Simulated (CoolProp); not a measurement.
Vapour pressure (bar) of n-perfluorobutane: the reference equation beside estimates from Tc = 386.3 K, pc = 23.22 bar, ω = 0.372. Clausius-Clapeyron is anchored at 261.2 K with a constant enthalpy of vaporisation of 23.99 kJ/mol.

Model: reference Helmholtz-energy equation of state, Gao 2022, in CoolProp.

| T (K) | reference | Lee-Kesler | Clausius-Clapeyron | van der Waals | Redlich-Kwong | Soave-Redlich-Kwong | Peng-Robinson |
|---|---|---|---|---|---|---|---|
| 214.9 | 0.04934 | 0.04981 | 0.06175 | 1.285 | 0.2050 | 0.05065 | 0.05344 |
| 238 | 0.2120 | 0.2117 | 0.2273 | 2.346 | 0.6242 | 0.2130 | 0.2182 |
| 261.2 | 0.6674 | 0.6671 | 0.6674 | 3.890 | 1.504 | 0.6672 | (withheld) |
| 284.3 | 1.671 | 1.676 | 1.638 | 5.980 | 3.055 | 1.675 | 1.665 |
| 307.4 | (withheld) | 3.575 | 3.512 | 8.684 | 5.496 | 3.591 | 3.548 |
| 330.6 | 6.747 | 6.780 | 6.787 | 12.07 | 9.052 | (withheld) | (withheld) |
| 353.7 | 11.69 | 11.75 | 12.00 | 16.16 | 13.88 | 11.93 | 11.80 |
| 376.8 | 19.10 | 19.20 | (withheld) | 21.00 | 20.17 | 19.35 | 19.27 |

Question: Complete the blanks.

Answer: 
- 261.2, Peng-Robinson: 0.6705
- 307.4, reference: 3.559
- 330.6, Soave-Redlich-Kwong: 6.857
- 330.6, Peng-Robinson: 6.765
- 376.8, Clausius-Clapeyron: 19.79

Absolute difference from the reference over all 8 rows, mean and median: Lee-Kesler 0.4 and 0.5 %, Clausius-Clapeyron 5.3 and 2.3 %, van der Waals 565.3 and 200.9 %, Redlich-Kwong 103.9 and 68.6 %, Soave-Redlich-Kwong 1.2 and 1.1 %, Peng-Robinson 1.8 and 0.7 %.
